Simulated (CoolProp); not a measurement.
Vapour-liquid equilibrium of p-xylene (1) + n-decane (2) at 4.71 kPa; x and y are mole fractions of (1).

Model: multi-fluid Helmholtz-energy mixture model, Zhou 2012 and Lemmon 2006; pair parameters Bell 2016, in CoolProp.

Problem. Give the bubble temperature and the first vapour's composition at x = 0.05, 0.35, 0.95. Is there an azeotrope?

Solution. x = 0.05: 79.7 °C, y = 0.186; x = 0.35: 66.0 °C, y = 0.706; x = 0.95: 52.5 °C, y = 0.987. No azeotrope shows between x = 0.05 and 0.95.

Pair parameters are fitted to limited data, so mixtures are less certain than the pure fluids.
